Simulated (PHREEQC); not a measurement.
A PHREEQC speciation (ion-association model, phreeqc.dat) at 25 °C gives pH 1.41 and these molalities:

```tsv
species	mol/kgw
Cu+2	0.125
Cl-	0.111
CuSO4	0.0757
HSO4-	0.0690
SO4-2	0.0650
H+	0.0510
CuCl+	0.00931
CuCl2	0.000209
FeSO4+	0.000179
Fe(SO4)2-	4.84e-5
FeHSO4+2	4.39e-5
Fe+3	9.32e-6
FeCl+2	8.42e-6
FeCl2+	8.58e-7
FeOH+2	6.34e-7
CuCl3-	9.26e-8
```

Question: What are the element totals, and what could have been dissolved in 1 kg of water to give them?

Answer: This is not unique; one that fits is totals Cl 0.121, Cu(2) 0.210, Fe(3) 0.000290, S(6) 0.210 mol/kgw, from 0.21 mol CuSO4, 0.12 mol HCl and 0.00029 mol FeCl3 per kg of water.

Precipitation was switched off in this run. The solution is supersaturated, for example in Hematite (slow to form), so a real one may precipitate; this is no full list. Species that the database lacks are ignored.
